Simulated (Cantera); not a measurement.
Charge: 1 mol SiHCl3, 0.23 mol HCl, 7.3 mol H2, held at 1698 K and 8900 Pa.

Cantera equilibrium calculation (NASA polynomials, part measured and part estimated; ideal gas, pure solids and liquids). Candidate condensed phases: Si; 19 gas species. The tables' values for SiCl3, SiCl are old estimates; treat these amounts as uncertain. Gases not in the tables: Si2H6 and higher silanes. Rates play no part.

Base state: H2 0.762, HCl 0.140, SiCl2 0.0930, SiCl3 0.00363, H 0.000423, SiHCl3 0.000292, SiCl4 0.000280, Cl 6.07e-5 (mole fractions); condensed: Si(l).

Task: What changes in the equilibrium state with this change: H2 from 7.3 to 880 mol?

Result: 
```json
[
 {"species": "H2", "before": "0.762", "after": "0.996"},
 {"species": "HCl", "before": "0.140", "after": "0.00357"},
 {"species": "H", "before": "0.000423", "after": "0.000484"},
 {"species": "SiCl2", "before": "0.0930", "after": "4.59e-5"},
 {"species": "SiCl4", "before": "0.000280", "after": "<1e-9"},
 {"species": "SiCl3", "before": "0.00363", "after": "3.98e-8"},
 {"species": "SiHCl3", "before": "0.000292", "after": "3.66e-9"},
 {"species": "SiH2Cl2", "before": "5.32e-5", "after": "3.43e-8"},
 {"species": "SiCl", "before": "5.82e-5", "after": "1.29e-6"},
 {"species": "Si(l), mol", "before": "0.0739", "after": "0.936"}
]
```
